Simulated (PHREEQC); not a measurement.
Solution (20 °C): 0.037 mol/kgw HF and 0.00061 mol/kgw NH4F. Closed to the air; pH follows from the charge balance.

All values are PHREEQC results (ion-association model, wateq4f.dat), not measurements.

This is a speciation only: nothing precipitates in the calculation.

Q: Estimate the pH.

A: pH 2.35.

Q: In which forms is F present?

A: HF 72 %, F- 13 %, H2F2 12 %, HF2- 2.6 % of the F.

Species that the database lacks are ignored. wateq4f.dat counts part of the HF as a dimer, H2F2, which phreeqc.dat doesn't know; its constant is uncertain.
